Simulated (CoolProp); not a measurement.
Saturation properties of R123 (Tc = 456.8 K, pc = 3.662 MPa, ω = 0.282).

The numbers come from the reference Helmholtz-energy equation of state, Younglove 1994 in CoolProp. It is a modified Benedict-Webb-Rubin equation, recast in Helmholtz form.

```
T (K)  p (MPa)  surface tension (mN/m)  liquid viscosity (µPa s)  vapour viscosity (µPa s)
-----  -------  ----------------------  ------------------------  ------------------------
297.3  0.08851                    15.3                       422                      10.7
313.8   0.1578                    13.4                       350                      11.3
330.2   0.2625                    11.5                       293                      11.8
346.7   0.4144                    9.67                       246                      12.4
363.1   0.6235                    7.92                       208                      13.0
379.6   0.9049                    6.23                       176                      13.6
396      1.269                    4.64                       149                      14.4
412.5    1.736                    3.14                       125                      15.6
```

It boils at 301.0 K under 1 atm.

Viscosity comes from a separate model (Tanaka 1996). Surface tension comes from a separate correlation (Mulero 2012).
